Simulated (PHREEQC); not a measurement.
PHREEQC input (ion-association model, wateq4f.dat):

```
SOLUTION_SPECIES
  SO4-2 + 10H+ + 8e- = H2S + 4H2O  # shut off: sulfate is not reduced
    -log_k -100
    -delta_h 0
    -analytic -100
SOLUTION 1
  temp 18
  units mol/kgw
  pH 7 charge
  F 0.085
  Cs 0.03
  Si 2.6e-05
SOLUTION 2
  temp 18
  units mol/kgw
  pH 7 charge
  Cl 0.009
  Na 0.0078
  S(6) 0.00045
  Mn(2) 0.00045
END
SELECTED_OUTPUT 1
  -reset false
  -pH true
  -pe true
  -ionic_strength true
  -water true
  -totals Cl Cs F Mn Na S Si Mn(2) Mn(3) Mn(6)
    Mn(7) S(-2) S(6)
  -molalities H+ Cl- Cs+ F- Mn+2 Na+ SO4-2 H4SiO4 H3SiO4- H2SiO4-2
    NaSO4- HSO4- H2S HS- S-2 O2 OH- Mn+3 MnCl+ MnCl2
    MnCl3- MnOH+ Mn(OH)3- MnF+ MnSO4 MnO4- MnO4-2 SiF6-2 HF HF2-
    H2F2 NaF
  -equilibrium_phases Pyrochroite SiO2(a) Halite Mirabilite
PRINT
  -reset false
MIX 1
  1 1
  2 0
EQUILIBRIUM_PHASES 1
  Pyrochroite 0 0
  SiO2(a) 0 0
  Halite 0 0
  Mirabilite 0 0
END
# ... the last block is repeated for the other 10 points of share of solution B
```

Selected output (columns that matter, 11 of 11 rows; share of solution B added in front):

```
share of solution B	pH	mu	Cl	Cs	F	Mn	Na	S	Si	m_H+	m_Cl-	m_Cs+	m_F-	m_Mn+2
0	2.8909	0.031498	0	0.03	0.085	0	0	0	2.6e-05	0.0014718	0	0.03	0.0275	0
0.1	2.8885	0.02944	0.0009	0.027	0.0765	4.5e-05	0.00078	4.5e-05	2.34e-05	0.0014757	0.00089992	0.027	0.025021	4.0974e-05
0.2	2.886	0.027383	0.0018	0.024	0.068	9e-05	0.00156	9e-05	2.08e-05	0.0014795	0.0017997	0.024	0.022502	8.2246e-05
0.3	2.8835	0.025327	0.0027	0.021	0.0595	0.000135	0.00234	0.000135	1.82e-05	0.001483	0.0026992	0.021	0.019939	0.00012384
0.4	2.8811	0.023273	0.0036	0.018	0.051	0.00018	0.00312	0.00018	1.56e-05	0.0014857	0.0035986	0.018	0.017328	0.00016579
0.5	2.879	0.021218	0.0045	0.015	0.0425	0.000225	0.0039	0.000225	1.3e-05	0.0014871	0.0044978	0.015	0.014664	0.00020813
0.6	2.8776	0.019162	0.0054	0.012	0.034	0.00027	0.00468	0.00027	1.04e-05	0.001486	0.0053967	0.012	0.01194	0.0002509
0.7	2.8775	0.017103	0.0063	0.009	0.0255	0.000315	0.00546	0.000315	7.8e-06	0.0014795	0.0062954	0.009	0.0091471	0.00029414
0.8	2.8807	0.015034	0.0072	0.006	0.017	0.00036	0.00624	0.00036	5.2e-06	0.0014611	0.0071937	0.006	0.0062704	0.00033794
0.9	2.8941	0.012935	0.0081	0.003	0.0085	0.000405	0.00702	0.000405	2.6e-06	0.0014086	0.0080918	0.003	0.0032767	0.00038237
1	2.9704	0.010659	0.009	0	0	0.00045	0.0078	0.00045	0	0.0011735	0.0089895	0	0	0.00042767
```

Species that the database lacks are ignored. wateq4f.dat counts part of the HF as a dimer, H2F2, which phreeqc.dat doesn't know; its constant is uncertain. SiF6-2 is the database's only silicon fluoride.
